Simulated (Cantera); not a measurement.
Source: NASA polynomial tables (part measured, part estimated), evaluated in Cantera. Values are per mole of reaction as written; species without (g) are pure solids or liquids, kept so even where they would boil at 1 bar.

Task: Between 2148 and 2348 K, where is each reaction favourable under standard conditions?
- KHF₂ = F(g) + K(g) + HF(g)

Result: 
- KHF₂ = F(g) + K(g) + HF(g): ΔG° is 113 kJ at 2148 K and 54 kJ at 2348 K; it stays positive (K < 1). ΔH° is 750 kJ and ΔS° 296 J/K at 2348 K.
